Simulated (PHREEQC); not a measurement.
Dissolve 11 mmol/kgw KOH, 20 mmol/kgw KNO3 and 0.0235 mmol/kgw KH2PO4 at 25 °C. Closed to the air; pH follows from the charge balance.

The numbers come from PHREEQC with the ion-association model, phreeqc.dat.

Q: The ionic strength comes out as 0.0311 mol/kgw. What activity coefficients do HPO4-2, PO4-3, OH-, K+, NO3- get?

A: HPO4-2 0.53, PO4-3 0.22, OH- 0.84, K+ 0.84, NO3- 0.84.

No solid was allowed to form. Complexes and solids missing from the database can't appear.
